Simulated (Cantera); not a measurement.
Feed: 1 mol SiC, 1.8 mol O2, 2.8 mol H2, equilibrated at 860000 Pa.

Equilibrium computed with Cantera from the NASA thermochemical tables; the gas is ideal and each condensed phase is pure. Candidate condensed phases: C, C6H6, C7H8, C8H18, H2O, Si, SiC, SiO2; 123 gas species. The tables hold silica as quartz up to 1696 K and as liquid above; real silica turns to tridymite and cristobalite and melts near 1996 K. Gases not in the tables: Si(OH)4. Rates play no part.

Problem. At 1348 K, list the 5 most abundant gas species with their mole fractions, and the condensed phases.

Solution. H2 0.604, CO 0.236, H2O 0.133, CO2 0.0265, CH4 0.000986. Condensed: SiO2(β-quartz).
